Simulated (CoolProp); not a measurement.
Carbon dioxide at 293.15 K and 26.1 MPa is throttled through a valve to 9.06 MPa with no heat exchange. Each further row changes one setting.

Values from CoolProp's reference Helmholtz-energy equation of state, Span 1996.

| case | temperature change (K) | final phase | final density (kg/m³) |
|---|---|---|---|
| as stated | -4.7 | liquid | 878 |
| outlet pressure 2.72 MPa | -29.1 | two-phase, vapour fraction 0.209 | 274 |
| outlet pressure 11.8 MPa | -3.3 | liquid | 896 |
